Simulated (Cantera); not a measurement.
An isothermal, constant-pressure homogeneous reactor starts with NH₃ : H₂ = 1 : 1.8 (molar parts), at 1675 K and 1800 Pa. Integrator tolerance rtol = 1e-08.

Cantera simulation using the gas-phase N/H chemistry of the illustrative SiF4/NH3 mechanism in the Surface Chemkin manual (1991); the numbers are that mechanism's predictions, not measurements. Walls and surfaces, which speed up NH3 decomposition in real reactors, are not modelled.

**Question.** What does this change do: temperature 1675 to 1475 K?

**Answer.** 
```json
[
 {"quantity": "x(NH₃) at 20.0 s", "before": "0.243 (gas-phase equilibrium 2.02e-7)", "after": "0.352 (gas-phase equilibrium 3.48e-7)"},
 {"quantity": "x(H₂) at 20.0 s", "before": "0.715 (gas-phase equilibrium 0.868)", "after": "0.646 (gas-phase equilibrium 0.868)"},
 {"quantity": "x(NH₂) at 20.0 s", "before": "0.000110 (gas-phase equilibrium 4.71e-10)", "after": "2.89e-5 (gas-phase equilibrium 7.85e-11)"},
 {"quantity": "x(N₂) at 20.0 s", "before": "0.0420 (gas-phase equilibrium 0.132)", "after": "0.00171 (gas-phase equilibrium 0.132)"},
 {"quantity": "x(N₂H₄) at 20.0 s", "before": "2.41e-9 (gas-phase equilibrium <1e-12)", "after": "2.42e-9 (gas-phase equilibrium <1e-12)"}
]
```

**Question.** What does this change do: pressure from 1800 Pa to 29000 Pa?

**Answer.** 
```
quantity                                              before                                    after
-----------------  -----------------------------------------  ---------------------------------------
x(NH₃) at 20.0 s       0.243 (gas-phase equilibrium 2.02e-7)   0.0678 (gas-phase equilibrium 3.25e-6)
x(H₂) at 20.0 s          0.715 (gas-phase equilibrium 0.868)      0.825 (gas-phase equilibrium 0.868)
x(NH₂) at 20.0 s   0.000110 (gas-phase equilibrium 4.71e-10)  2.83e-5 (gas-phase equilibrium 1.89e-9)
x(N₂) at 20.0 s         0.0420 (gas-phase equilibrium 0.132)      0.107 (gas-phase equilibrium 0.132)
x(N₂H₄) at 20.0 s     2.41e-9 (gas-phase equilibrium <1e-12)   2.57e-9 (gas-phase equilibrium <1e-12)
```

**Question.** What does this change do: pressure from 1800 Pa to 100000 Pa?

**Answer.** 
```json
[
 {"quantity": "x(NH₃) at 20.0 s", "before": "0.243 (gas-phase equilibrium 2.02e-7)", "after": "0.0416 (gas-phase equilibrium 1.12e-5)"},
 {"quantity": "x(H₂) at 20.0 s", "before": "0.715 (gas-phase equilibrium 0.868)", "after": "0.842 (gas-phase equilibrium 0.868)"},
 {"quantity": "x(NH₂) at 20.0 s", "before": "0.000110 (gas-phase equilibrium 4.71e-10)", "after": "1.23e-5 (gas-phase equilibrium 3.51e-9)"},
 {"quantity": "x(N₂) at 20.0 s", "before": "0.0420 (gas-phase equilibrium 0.132)", "after": "0.116 (gas-phase equilibrium 0.132)"},
 {"quantity": "x(N₂H₄) at 20.0 s", "before": "2.41e-9 (gas-phase equilibrium <1e-12)", "after": "1.68e-9 (gas-phase equilibrium <1e-12)"}
]
```
